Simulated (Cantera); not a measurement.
Cantera run:

```python
import numpy as np
import cantera as ct

gas_names = """
    B BF BF2 BF3 BH BHF2 BH2 BH3 BN BO BOF BOF2 BO2 B2 B2O B2O2 B2O3 B3O3F3 B3O3H3 F FO FO2 F2 F2O H HBO
    HBO2 HF HNO HNO2 HNO3 HOF HO2 H2 H2F2 H2O H2O2 H3B3O6 H3F3 H4F4 H5F5 H6F6 H7F7 N NF NF2 NF3 NH NH2
    NH3 NH2OH NO NO2 NO3 N2 N2H2 N2H4 N2O O OH O2 O3
""".split()
cond_names = """
    B(b) B(L) BN(s) B2O3(L) B3O3H3(cr) H2O(s) H2O(L)
""".split()


def load(file, names, dense=False):
    # The tables refer to 1 bar. Condensed volumes are neglected.
    table = {s.name: s for s in ct.Species.list_from_file(file)}
    out = []
    for n in names:
        d = dict(table[n].input_data)
        d["thermo"] = dict(d["thermo"], **{"reference-pressure": 1e5})
        if dense:
            d["equation-of-state"] = {"model": "constant-volume", "density": "1e6 g/cm^3"}
        out.append(ct.Species.from_dict(d))
    return out


gas = ct.Solution(thermo="ideal-gas", species=load("nasa_gas.yaml", gas_names))
cond = {s.name: ct.Solution(thermo="fixed-stoichiometry", species=[s], name=s.name)
        for s in load("nasa_condensed.yaml", cond_names, dense=True)}
atoms = {
    'BN': {'B': 1, 'N': 1},
    'NF3': {'N': 1, 'F': 3},
    'H2O': {'H': 2, 'O': 1},
}
top_T = {'BN(s)': 3200}  # K; cautious upper limits of use, not melting points


def equilibrate(T, P, feed):
    n = {}
    for name, mol in feed.items():
        for a, k in atoms[name].items():
            n[a] = n.get(a, 0.0) + k * mol
    gas.TPX = T, P, n
    mass = sum(n.values()) * gas.mean_molecular_weight
    gas.equilibrate("TP")
    valid = [c for c in cond.values() if c.min_temp <= T <= top_T.get(c.name, c.max_temp)]
    mix = ct.Mixture([(gas, mass / gas.mean_molecular_weight)] + [(c, 0.0) for c in valid])
    mix.T, mix.P = T, P
    mix.equilibrate("TP", solver="vcs", rtol=1e-11, max_steps=5000)
    return mix


results = []
T = 1798.15  # K
P = 11  # Pa
for m in [0.23, 0.38, 0.63, 1, 1.7, 2.9, 4.7, 7.8, 13, 21]:
    feed = {'BN': 1, 'NF3': 2.6, 'H2O': m}  # mol
    mix = equilibrate(T, P, feed)
    results.append((T, P, feed, dict(zip(mix.species_names, mix.species_moles))))

top = {s: max(r[3][s] / sum(r[3][g] for g in gas_names) for r in results) for s in gas_names}
cols = sorted((s for s in top if top[s] > 1e-05), key=lambda s: -top[s])[:9]
seen = [c for c in cond_names if any(r[3].get(c, 0) > 1e-12 for r in results)]
print("log10 of partial pressures in bar; condensed amounts in mol")
print(f"{'n(H2O)':>10s}" + "".join(f"{s[:9]:>10s}" for s in cols + seen))
for T, P, feed, n in results:
    ng = sum(n[g] for g in gas_names)
    print(f"{feed['H2O']:10.4g}" + "".join(f"{np.log10(max(n[s] / ng * P / 1e5, 1e-99)):10.3f}" for s in cols)
          + "".join(f"{n.get(c, 0):10.4g}" for c in seen))
```

It prints:

```
log10 of partial pressures in bar; condensed amounts in mol
    n(H2O)        HF       H2O         F        N2       BF3        O2       BOF      HBO2        H2
      0.23    -5.183   -15.050    -4.209    -4.592    -4.846    -5.815    -9.141   -19.424   -16.419
      0.38    -4.970   -14.442    -4.244    -4.596    -4.851    -5.595    -8.964   -18.853   -15.921
      0.63    -4.757   -13.779    -4.309    -4.603    -4.858    -5.377    -8.734   -18.173   -15.367
         1    -4.567   -13.077    -4.420    -4.614    -4.868    -5.183    -8.423   -17.351   -14.762
       1.7    -4.355   -11.909    -4.739    -4.633    -4.887    -4.968    -7.697   -15.668   -13.701
       2.9    -4.189    -8.714    -6.152    -4.699    -5.282    -4.889    -5.228   -10.169   -10.545
       4.7    -4.207    -4.973    -8.061    -4.790    -8.903    -4.976    -5.073    -6.256    -6.761
       7.8    -4.300    -4.535    -8.396    -4.890    -9.687    -5.072    -5.235    -5.888    -6.276
        13    -4.420    -4.321    -8.653    -5.020   -10.355    -5.187    -5.448    -5.767    -6.004
        21    -4.556    -4.200    -8.879    -5.165   -10.997    -5.304    -5.695    -5.756    -5.824
```

These are equilibrium values from Cantera (NASA tables, ideal gas, pure condensed phases), not measurements of a reactor.
